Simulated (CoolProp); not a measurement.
Values from CoolProp's reference Helmholtz-energy equation of state, Eisenbach 2021.

Question: For propylene glycol, give the phase and the density (kg/m³), cp (kJ/(kg K)), isothermal compressibility (1/MPa), fugacity coefficient at 191.35 °C and 56.5 bar.

Answer: 
- 191.35 °C and 56.5 bar: liquid; density 895, cp 3.38, isothermal compressibility 0.00120, fugacity coefficient 0.0219
